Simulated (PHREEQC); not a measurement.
0.14 g of hydrous ferric oxide (600 m²/g; 0.2 weak and 0.005 strong sites per Fe, Dzombak-Morel constants, diffuse double layer) in 1 kg of water with 0.1 mol/kgw of an inert sodium salt and 6.1e-06 mol/kgw Na2SO4, at 25 °C; the pH is set by adding NaOH or the inert anion's acid. Oxygen is held at 0.21 atm. The system is closed to CO2. Precipitation was switched off in this run.

Equilibrium calculation in PHREEQC: ion-association model, wateq4f.dat.

Task: Predict S sorbed (%) at pH = 6.5, 8, 10.

Result: 
```
pH   S sorbed (%)
---  ------------
6.5          13.4
8             0.1
10            0.0
```
